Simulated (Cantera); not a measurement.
Feed: 1 mol Pb, 0.017 mol O₂, 2.5 mol H₂, held at 1225 °C and 97.5 Torr.

Equilibrium computed with Cantera from the NASA thermochemical tables; the gas is ideal and each condensed phase is pure. Candidate condensed phases: H₂O, Pb, PbO, PbO₂, Pb₃O₄; 12 gas species. The numbers say what is thermodynamically allowed, not how fast it happens.

Base state: H₂ 0.803, Pb 0.186, H₂O 0.0111, Pb₂ 7.68e-5, H 4.28e-5 (mole fractions); condensed: Pb(l).

What changes in the equilibrium state with this change: temperature from 1225 °C to 452 °C?


```tsv
species	before	after
H₂	0.803	0.986
H₂O	0.0111	0.0136
Pb	0.186	2.60e-8
Pb₂	7.68e-5	<1e-9
H	4.28e-5	<1e-9
Pb(l), mol	0.430	1.00
```

What changes in the equilibrium state with this change: 0.28 mol CH₄ added?


```json
[
 {"species": "H₂", "before": "0.803", "after": "0.805"},
 {"species": "Pb", "before": "0.186", "after": "0.186"},
 {"species": "CO", "before": "0", "after": "0.00895"},
 {"species": "H₂O", "before": "0.0111", "after": "1.63e-6"},
 {"species": "CH₄", "before": "0", "after": "0.000219"},
 {"species": "H", "before": "4.28e-5", "after": "4.28e-5"},
 {"species": "Pb₂", "before": "7.68e-5", "after": "7.68e-5"},
 {"species": "Pb(l), mol", "before": "0.430", "after": "0.295"},
 {"species": "C(graphite), mol", "before": "0", "after": "0.245"}
]
```
Further candidate phases: C, C₆H₆, C₇H₈, C₈H₁₈.

What changes in the equilibrium state with this change: temperature from 1225 °C to 877 °C?


| species | before | after |
|---|---|---|
| H₂ | 0.803 | 0.984 |
| H₂O | 0.0111 | 0.0136 |
| Pb | 0.186 | 0.00223 |
| Pb₂ | 7.68e-5 | 4.87e-8 |
| H | 4.28e-5 | 2.05e-7 |
| Pb(l), mol | 0.430 | 0.994 |
